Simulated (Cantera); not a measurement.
**Reactions in the system F-N-S**

Source: NASA polynomial tables (part measured, part estimated), evaluated in Cantera. Values are per mole of reaction as written; species without (g) are pure solids or liquids, kept so even where they would boil at 1 bar.

4 N(g) + 3 SF4(g) → 4 NF3(g) + 3 S

| T (K) | ΔH° (kJ) | ΔS° (J/K) | ΔG° (kJ) | log10 K |
|---|---|---|---|---|
| 450 | -123.3 | -361.6 | 39.5 | -4.58 |
| 475 | -122.6 | -360.1 | 48.5 | -5.33 |
| 500 | -121.8 | -358.5 | 57.5 | -6.00 |
| 525 | -121.0 | -357.0 | 66.4 | -6.61 |
| 550 | -120.3 | -355.6 | 75.3 | -7.15 |
